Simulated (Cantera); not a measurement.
An adiabatic, constant-pressure homogeneous reactor starts with CH₄ : O₂ : N₂ = 1 : 1.33 : 5.01 (molar parts), equivalence ratio 1.5, at 1773 K and 1600000 Pa.

Computed with Cantera and GRI-Mech 3.0 (53 species, 325 reactions). The pressure lies above the range GRI-Mech 3.0 was tuned for (to about 10 atm). Above 3000 K some thermodynamic fits are extrapolated.

Predict: time of steepest temperature rise; temperature at 0.400 s; equilibrium temperature; x(O₂) at 0.400 s; x(NO) at 0.400 s; x(N₂O) at 0.400 s; x(H₂O) at 0.400 s.


| Property | Result |
|---|---|
| time of steepest temperature rise | 15.3 µs |
| temperature at 0.400 s | 3009 K |
| equilibrium temperature | 3009 K |
| x(O₂) at 0.400 s | 0.000669 (gas-phase equilibrium 0.000669) |
| x(NO) at 0.400 s | 0.00242 (gas-phase equilibrium 0.00242) |
| x(N₂O) at 0.400 s | 4.85e-7 (gas-phase equilibrium 4.85e-7) |
| x(H₂O) at 0.400 s | 0.163 (gas-phase equilibrium 0.163) |
